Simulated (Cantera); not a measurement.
## Adiabatic ignition

An adiabatic, constant-volume homogeneous reactor starts with 17.6 % H2, 16.6 % O2, 62.6 % N2, 3.17 % H2O, at 1573 K and 0.680 bar.

Model: the H2/O2 subset of GRI-Mech 3.0, which has no nitrogen chemistry, integrated in Cantera.

```csv
t (s),T (K),P (bar),x H2,x O2,x H2O,x OH,x H,x H2O2
2.00e-6,1573,0.680,0.176,0.166,0.0317,2.21e-7,1.00e-6,5.39e-9
6.59e-6,1573,0.680,0.176,0.166,0.0318,1.17e-5,4.91e-5,5.02e-8
2.17e-5,1784,0.763,0.0267,0.0845,0.145,0.0202,0.0571,1.08e-6
7.14e-5,2370,0.976,0.0194,0.0784,0.174,0.0309,0.0194,2.90e-7
0.000235,2696,1.09,0.0103,0.0783,0.196,0.0282,0.00579,5.80e-7
0.000775,2703,1.09,0.0100,0.0783,0.197,0.0280,0.00556,6.06e-7
0.00255,2703,1.09,0.0100,0.0783,0.197,0.0280,0.00556,6.06e-7
0.00840,2703,1.09,0.0100,0.0783,0.197,0.0280,0.00556,6.06e-7
0.0277,2703,1.09,0.0100,0.0783,0.197,0.0280,0.00556,6.06e-7
0.0911,2703,1.09,0.0100,0.0783,0.197,0.0280,0.00556,6.06e-7
0.300,2703,1.09,0.0100,0.0783,0.197,0.0280,0.00556,6.06e-7
```
x: mole fraction; the columns are a selection and need not sum to one.

The time of steepest temperature rise comes out as 17.0 µs and the temperature at 0.300 s is 2703 K. The equilibrium temperature comes out as 2703 K, the x(H2) at 0.300 s comes out as 0.0100 (gas-phase equilibrium 0.0100) and the x(O2) at 0.300 s comes out as 0.0783 (gas-phase equilibrium 0.0783). The x(H2O) at 0.300 s is 0.197 (gas-phase equilibrium 0.197).
